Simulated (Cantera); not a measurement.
A freely propagating, adiabatic, planar premixed flame of H2 : O2 : N2 = 1 : 0.357 : 1.34 (molar parts), equivalence ratio 1.4, unburnt at 723 K and 10.0 bar; mixture-averaged transport, grid criteria slope 0.08 and curve 0.16, no radiation.

Detailed kinetics in Cantera: the H2/O2 subset of GRI-Mech 3.0, which has no nitrogen chemistry. The hydrogen kinetics of GRI-Mech 3.0 are dated; newer H2 mechanisms differ, most at raised pressure. Burning velocities carry a grid error of a few per cent, more on coarse grids.

**Question.** What does this change do: 0.087 parts H2O added?

**Answer.** 
```tsv
quantity	before	after
laminar burning velocity	1210 cm/s	1090 cm/s
thermal thickness	0.0257 mm	0.0250 mm
peak x(H)	0.0478	0.0404
peak x(O)	0.00505	0.00417
peak x(OH)	0.0138	0.0129
```

**Question.** What does this change do: inlet temperature 723 to 473 K?

**Answer.** 
```
quantity                     before      after
------------------------  ---------  ---------
laminar burning velocity  1210 cm/s   535 cm/s
thermal thickness         0.0257 mm  0.0218 mm
peak x(H)                    0.0478     0.0350
peak x(O)                   0.00505    0.00335
peak x(OH)                   0.0138    0.00988
```
